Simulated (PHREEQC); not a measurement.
A solution holds 3.3 mmol/kgw HNO3, 120 mmol/kgw Al(NO3)3 and 79 mmol/kgw CuSO4, at 10 °C. Closed to the air; pH follows from the charge balance.

All values are PHREEQC results (ion-association model, phreeqc.dat), not measurements.

No solid was allowed to form.

Problem. Order these Al species by the share of Al that they hold, largest first: AlSO4+, Al(SO4)2-, Al+3.

Solution. Al+3 (54 %), AlSO4+ (43 %), Al(SO4)2- (3.1 %)

Problem. Order these S species by the share of S that they hold, largest first: Al(SO4)2-, SO4-2, CuSO4, HSO4-, AlSO4+.

Solution. AlSO4+ (65 %), SO4-2 (16 %), Al(SO4)2- (9.3 %), CuSO4 (8.2 %), HSO4- (0.63 %)

The pH is 2.67 and the ionic strength 0.672 mol/kgw. Away from 25 °C the constants follow the database's enthalpies or fits; those with neither stay at their 25 °C values.
